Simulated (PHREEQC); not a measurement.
**Brackish or sea water: an equilibrium model**

A made-up water analysis in mmol/kgw, 25 °C, pH 7.2:

```json
[
 {"constituent": "Na", "mmol/kgw": "131"},
 {"constituent": "K", "mmol/kgw": "0.165"},
 {"constituent": "Ca", "mmol/kgw": "2.82"},
 {"constituent": "Mg", "mmol/kgw": "46.8"},
 {"constituent": "Cl", "mmol/kgw": "215"},
 {"constituent": "S(6)", "mmol/kgw": "9.36"},
 {"constituent": "Alkalinity (meq/kgw)", "mmol/kgw": "2.47"}
]
```

Valence states are taken as typed.

Equilibrium calculation in PHREEQC: Pitzer model, pitzer.dat.

```
Quantity                     Result
--------------------  -------------
ionic strength        0.292 mol/kgw
activity of water             0.993
specific conductance    21400 µS/cm
density                 1.007 g/cm³
osmotic coefficient           0.890
charge-balance error         -1.2 %
```

| species | molality | activity | log γ |
|---|---|---|---|
| Cl- | 0.215 | 0.148 | -0.162 |
| Na+ | 0.131 | 0.0968 | -0.131 |
| Mg+2 | 0.0468 | 0.0137 | -0.533 |
| SO4-2 | 0.00936 | 0.00138 | -0.830 |
| Ca+2 | 0.00282 | 0.000779 | -0.559 |
| HCO3- | 0.00242 | 0.00168 | -0.160 |
| CO2 | 0.000225 | 0.000234 | 0.017 |
| K+ | 0.000165 | 0.000117 | -0.148 |

Precipitation was switched off in this run. Examples of supersaturated solids here: Magnesite (slow to form). Others may be too. Complexes and solids missing from the database can't appear.
